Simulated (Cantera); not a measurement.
Source: NASA polynomial tables (part measured, part estimated), evaluated in Cantera. Values are per mole of reaction as written; species without (g) are pure solids or liquids, kept so even where they would boil at 1 bar.

2 Ti2O3 + NO(g) ⇌ N(g) + Ti4O7, with ΔH° = 18.5 kJ and ΔS° = -13.7 J/K at 300 K.

Q: How far is the shortcut ΔG° ≈ ΔH°(300 K) − T·ΔS°(300 K) from the full temperature-dependent value at 1425, 1525, 1625, 1725, 1825, 1925, 2025, 2125 K?

A: 
```tsv
T (K)	shortcut (kJ)	full (kJ)	difference (kJ)	difference in log10 K	condensed phases
1425	38.0	51.2	-13.2	0.48	Ti2O3(s), Ti4O7(s)
1525	39.4	54.5	-15.1	0.52	Ti2O3(s), Ti4O7(s)
1625	40.8	57.8	-17.1	0.55	Ti2O3(s), Ti4O7(s)
1725	42.1	61.2	-19.1	0.58	Ti2O3(s), Ti4O7(s)
1825	43.5	64.6	-21.1	0.60	Ti2O3(s), Ti4O7(s)
1925	44.9	68.1	-23.2	0.63	Ti2O3(s), Ti4O7(s)
2025	46.3	62.8	-16.5	0.43	Ti2O3(s), Ti4O7(l)
2125	47.6	55.4	-7.8	0.19	Ti2O3(l), Ti4O7(l)
```
The shortcut ignores heat capacities and the phase changes listed.
